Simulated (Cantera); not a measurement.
A perfectly stirred reactor is fed with C2H6 : N2 = 1 : 2.8 (molar parts), at 100000 Pa; it is held at 1673 K, and followed from long to short residence time.

Computed with Cantera and GRI-Mech 3.0 (53 species, 325 reactions). GRI-Mech 3.0 stops at C3 and has no aromatics, soot or wall deposition, so with more carbon than oxygen in the feed, carbon stays in small species such as C2H2 where larger ones or solid carbon would form.

Task: What does this change do: C2H6 1 to 0.1 parts?

Result: 
| quantity | before | after |
|---|---|---|
| x(C2H6) at τ = 24.0 s | 3.66e-6 | 2.56e-7 |
| x(H) at τ = 24.0 s | 6.60e-5 | 2.95e-5 |
| x(H2) at τ = 24.0 s | 0.327 | 0.0625 |
| x(C2H4) at τ = 24.0 s | 0.00324 | 0.000119 |
| x(CH2) at τ = 24.0 s | 1.10e-8 | 5.87e-9 |
| x(C2H6) at τ = 0.210 s | 8.24e-5 | 2.10e-5 |
| x(H) at τ = 0.210 s | 7.86e-5 | 4.01e-5 |
| x(H2) at τ = 0.210 s | 0.295 | 0.0540 |
| x(C2H4) at τ = 0.210 s | 0.00329 | 0.000203 |
| x(CH2) at τ = 0.210 s | 5.63e-8 | 7.52e-8 |

Task: What does this change do: pressure from 100000 Pa to 170000 Pa?

Result: 
```
quantity                 before    after
----------------------  -------  -------
x(C2H6) at τ = 24.0 s   3.66e-6  8.18e-6
x(H) at τ = 24.0 s      6.60e-5  4.97e-5
x(H2) at τ = 24.0 s       0.327    0.318
x(C2H4) at τ = 24.0 s   0.00324  0.00523
x(CH2) at τ = 24.0 s    1.10e-8  1.00e-8
x(C2H6) at τ = 0.210 s  8.24e-5  7.48e-5
x(H) at τ = 0.210 s     7.86e-5  5.52e-5
x(H2) at τ = 0.210 s      0.295    0.291
x(C2H4) at τ = 0.210 s  0.00329  0.00501
x(CH2) at τ = 0.210 s   5.63e-8  3.08e-8
```
